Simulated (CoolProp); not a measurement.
Values from CoolProp's reference Helmholtz-energy equation of state, Guder 2009.

For sulfur hexafluoride, give the phase and the density (kg/m³), Joule-Thomson coefficient (K/MPa), viscosity (µPa s), fugacity coefficient at 16.75 °C and 6630 kPa.


- 16.75 °C and 6630 kPa: liquid; density 1520, Joule-Thomson coefficient 0.187, viscosity 170, fugacity coefficient 0.271

Viscosity comes from a separate model (Quiñones-Cisneros 2012).
